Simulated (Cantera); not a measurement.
# Hydrocarbon pyrolysis for carbon deposition

An isothermal, constant-pressure homogeneous reactor starts with 19.6 % C2H6, 80.4 % N2, at 1325 K and 0.0132 atm.

Computed with Cantera and GRI-Mech 3.0 (53 species, 325 reactions). GRI-Mech 3.0 stops at C3 and has no aromatics, soot or wall deposition, so with more carbon than oxygen in the feed, carbon stays in small species such as C2H2 where larger ones or solid carbon would form. Radical loss at walls, strong at low pressure, is not modelled.

| t (s) | x C2H6 | x C2H | x CH4 | x H2 | x C2H4 | x CH3 | x HCN |
|---|---|---|---|---|---|---|---|
| 0.000400 | 0.196 | <1e-12 | 5.92e-5 | 5.11e-5 | 5.36e-5 | 0.000377 | <1e-12 |
| 0.000848 | 0.195 | <1e-12 | 0.000239 | 0.000433 | 0.000451 | 0.000687 | 3.11e-11 |
| 0.00180 | 0.191 | 1.50e-11 | 0.000924 | 0.00269 | 0.00289 | 0.00124 | 5.85e-10 |
| 0.00381 | 0.178 | 1.66e-10 | 0.00351 | 0.0107 | 0.0118 | 0.00205 | 2.39e-9 |
| 0.00808 | 0.147 | 6.95e-10 | 0.0110 | 0.0296 | 0.0328 | 0.00231 | 5.01e-9 |
| 0.0171 | 0.0956 | 2.00e-9 | 0.0260 | 0.0617 | 0.0658 | 0.00195 | 7.49e-9 |
| 0.0363 | 0.0372 | 4.94e-9 | 0.0469 | 0.101 | 0.0953 | 0.00124 | 9.62e-9 |
| 0.0770 | 0.00644 | 6.68e-9 | 0.0584 | 0.132 | 0.0956 | 0.000470 | 1.08e-8 |
| 0.163 | 0.000872 | 4.04e-9 | 0.0591 | 0.151 | 0.0801 | 0.000166 | 1.09e-8 |
| 0.346 | 0.000132 | 2.07e-9 | 0.0585 | 0.163 | 0.0662 | 6.70e-5 | 1.08e-8 |
| 0.734 | 2.28e-5 | 1.07e-9 | 0.0579 | 0.172 | 0.0548 | 2.96e-5 | 1.07e-8 |
| 1.56 | 5.96e-6 | 6.62e-10 | 0.0574 | 0.180 | 0.0442 | 1.62e-5 | 1.06e-8 |
| 3.30 | 3.55e-6 | 6.28e-10 | 0.0567 | 0.190 | 0.0316 | 1.35e-5 | 1.05e-8 |
| 7.00 | 3.17e-6 | 7.69e-10 | 0.0557 | 0.202 | 0.0157 | 1.42e-5 | 1.03e-8 |
x: mole fraction; the columns are a selection and need not sum to one.

Equilibrium at this temperature and pressure: C2H6 1.00e-7, C2H 1.38e-9, CH4 0.00423, H2 0.276, C2H4 0.000697, CH3 2.27e-6, HCN 0.0924 (gas phase only).
